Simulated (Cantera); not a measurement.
Input (Python, Cantera):

```python
import numpy as np
import cantera as ct

gas = ct.Solution("h2o2.yaml")
gas.TPX = 625, 200000, {'H2': 1, 'O2': 0.758, 'N2': 2.85}
flame = ct.FreeFlame(gas, width=0.025)
flame.set_refine_criteria(ratio=3, slope=0.08, curve=0.16)
flame.transport_model = "mixture-averaged"
flame.solve(loglevel=0, auto=True)
z, T = flame.grid, flame.T
thick = (T[-1] - T[0]) / np.gradient(T, z).max()
show = ['H2', 'O2', 'HO2', 'OH', 'H2O2', 'O']
print(f"laminar burning velocity  {flame.velocity[0] * 100:.3f} cm/s")
print(f"burnt temperature         {T[-1]:.1f} K")
print(f"thermal thickness         {thick * 1e3:.4f} mm")
print(f"grid points               {len(z)}")
z0 = z[flame.heat_release_rate.argmax()]
print(f"{'z/mm':>9s}{'T/K':>9s}{'u/(m/s)':>9s}" + "".join(f"{s:>11s}" for s in show))
rows = []
for k in (-3, -2, -1.5, -1, -0.5, -0.25, 0, 0.25, 0.5, 1, 2, 4, 8):
    zz = z0 + k * thick
    rows.append([k * thick, np.interp(zz, z, T), np.interp(zz, z, flame.velocity),
                 *(np.interp(zz, z, flame.X[gas.species_index(s)]) for s in show)])
    print(f"{rows[-1][0] * 1e3:9.3f}{rows[-1][1]:9.1f}{rows[-1][2]:9.3f}" + "".join(f"{x:11.3e}" for x in rows[-1][3:]))
```

Result:

```
laminar burning velocity  506.056 cm/s
burnt temperature         2191.1 K
thermal thickness         0.1816 mm
grid points               106
     z/mm      T/K  u/(m/s)         H2         O2        HO2         OH       H2O2          O
   -0.545    625.0    5.061  2.170e-01  1.645e-01  2.094e-11  1.407e-15  2.264e-13  3.465e-14
   -0.363    625.0    5.060  2.170e-01  1.645e-01  1.629e-09  3.243e-13  1.814e-11  7.984e-12
   -0.272    625.0    5.060  2.169e-01  1.645e-01  4.005e-08  1.253e-11  4.624e-10  3.069e-10
   -0.182    625.3    5.056  2.158e-01  1.648e-01  2.886e-06  2.075e-09  3.756e-08  2.791e-08
   -0.091    662.1    5.269  2.009e-01  1.664e-01  3.760e-04  7.012e-05  1.308e-05  1.396e-05
   -0.045    888.1    6.867  1.607e-01  1.605e-01  3.531e-04  8.530e-04  3.306e-05  4.191e-04
    0.000   1267.4    9.553  9.069e-02  1.285e-01  1.868e-04  3.472e-03  1.418e-05  4.136e-03
    0.045   1552.8   11.596  3.779e-02  8.866e-02  1.051e-04  8.765e-03  5.152e-06  9.596e-03
    0.091   1710.6   12.711  2.030e-02  7.213e-02  6.964e-05  1.212e-02  2.790e-06  1.118e-02
    0.182   1868.5   13.782  1.355e-02  6.554e-02  4.421e-05  1.387e-02  1.462e-06  9.267e-03
    0.363   2002.9   14.657  9.149e-03  6.325e-02  2.568e-05  1.326e-02  8.493e-07  5.939e-03
    0.726   2099.5   15.267  5.081e-03  6.232e-02  1.341e-05  1.087e-02  5.414e-07  3.151e-03
    1.453   2156.0   15.617  2.378e-03  6.232e-02  7.112e-06  7.878e-03  3.679e-07  1.449e-03
```

Cantera simulation using the H2/O2 subset of GRI-Mech 3.0, which has no nitrogen chemistry; the numbers are that mechanism's predictions, not measurements. Burning velocities carry a grid error of a few per cent, more on coarse grids. Lean hydrogen flames are cellular in practice and burn faster than this planar one.
